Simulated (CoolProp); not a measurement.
Model: reference Helmholtz-energy equation of state, McLinden 2015, in CoolProp.

### Question
Give the vapour pressure (bar), vapour density (kg/m³), enthalpy of vaporisation (kJ/kg), liquid cp (kJ/(kg K)) of saturated the fluoroketone C6F12O (FK-5-1-12) at 354.5 K.

### Answer
| T (K) | p (bar) | vapour density (kg/m³) | enthalpy of vaporisation (kJ/kg) | liquid cp (kJ/(kg K)) |
|---|---|---|---|---|
| 354.5 | 2.75 | 33.9 | 77.5 | 1.16 |
